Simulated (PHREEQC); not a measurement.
Solution (20 °C): 68 mmol/kgw KH2PO4, 0.33 mmol/kgw H2SO4 and 12 mmol/kgw NiSO4. Closed to the air; pH follows from the charge balance.

Model: ion-association model, wateq4f.dat, run in PHREEQC.

This is a speciation only: nothing precipitates in the calculation.

Question: Order these S species by the share of S that they hold, largest first: HSO4-, KSO4-, NiSO4, SO4-2.

Answer: SO4-2 (71 %), NiSO4 (17 %), KSO4- (11 %), HSO4- (0.26 %)

The pH is 4.06 and the ionic strength 0.105 mol/kgw. Species that the database lacks are ignored. H3PO4, which wateq4f.dat lacks, is added to it with the constant of phreeqc.dat. The database has no phosphate complexes of Ni.
